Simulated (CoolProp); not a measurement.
The fluid at 298.15 K and 0.00492 MPa expands adiabatically to 0.000337 MPa with isentropic efficiency 0.9. The same conditions are run with several fluids, on thermodynamics alone (safety and materials aside).

Model: reference Helmholtz-energy equation of state of each fluid (n-perfluoropentane: Gao 2022; n-perfluorohexane: Gao 2022; carbonyl sulfide: Lemmon 2006; n-butane: Bücker 2006; R142b: Lemmon 2006), in CoolProp.

| fluid | work (kJ/kg) | final temperature (K) | final density (kg/m³) |
|---|---|---|---|
| n-perfluoropentane | 19.8 | 272.8 | 0.0428 |
| n-perfluorohexane | 17.0 | 276.7 | 0.0495 |
| carbonyl sulfide | 75.6 | 178.2 | 0.0137 |
| n-butane | 91.4 | 239.9 | 0.00982 |
| R142b | 51.8 | 230.5 | 0.0177 |
